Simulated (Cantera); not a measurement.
An adiabatic, constant-pressure homogeneous reactor starts with CO : H2 : CH4 : O2 : N2 = 1 : 0.077 : 0.37 : 0.799 : 3 (molar parts), equivalence ratio 1.6, at 1425 K and 750 Torr.

Cantera simulation using GRI-Mech 3.0 (53 species, 325 reactions); the numbers are that mechanism's predictions, not measurements.

Q: Predict: time of steepest temperature rise; temperature at 0.200 s; equilibrium temperature; x(CO) at 0.200 s; x(H2) at 0.200 s; x(H2O2) at 0.200 s; x(H) at 0.200 s.

A: 
- time of steepest temperature rise: 1.04 ms
- temperature at 0.200 s: 2733 K
- equilibrium temperature: 2733 K
- x(CO) at 0.200 s: 0.166 (gas-phase equilibrium 0.166)
- x(H2) at 0.200 s: 0.0299 (gas-phase equilibrium 0.0299)
- x(H2O2) at 0.200 s: 8.06e-8 (gas-phase equilibrium 8.06e-8)
- x(H) at 0.200 s: 0.0112 (gas-phase equilibrium 0.0112)
